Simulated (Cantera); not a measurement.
Thermodynamics of chlorosilane synthesis and conversion, feed SiCl4 + HCl + H2 + Cl2

Input: 1 mol SiCl4, 5.2 mol HCl, a varied amount of H2, 0.82 mol Cl2, held at 1348 K and 0.730 bar.

These are equilibrium values from Cantera (NASA tables, ideal gas, pure condensed phases), not measurements of a reactor. Candidate condensed phases: Si; 19 gas species. The tables' values for SiCl3 are old estimates; treat these amounts as uncertain. Kinetics and transport are ignored.

```
n(H2) (mol)  log p HCl  log p H2  log p SiCl4  log p Cl2  log p Cl  log p SiHCl3  log p SiCl3
-----------  ---------  --------  -----------  ---------  --------  ------------  -----------
0.34             -0.24     -7.10        -1.00      -1.34     -2.40         -9.12        -5.89
0.53             -0.22     -6.84        -1.02      -1.58     -2.52         -8.88        -5.79
0.81             -0.20     -5.21        -1.03      -3.16     -3.31         -7.29        -5.01
1.2              -0.22     -1.48        -1.06      -6.93     -5.19         -3.57        -3.15
1.9              -0.25     -1.06        -1.10      -7.42     -5.44         -3.15        -2.95
3                -0.30     -0.81        -1.16      -7.77     -5.61         -2.91        -2.83
4.6              -0.36     -0.63        -1.23      -8.07     -5.76         -2.74        -2.75
```
log p: log10 of the partial pressure in bar; nothing condenses.

From 0.34 mol H2 to 4.6 mol H2 nothing is condensed. The main Si-bearing gas is SiCl4 throughout.
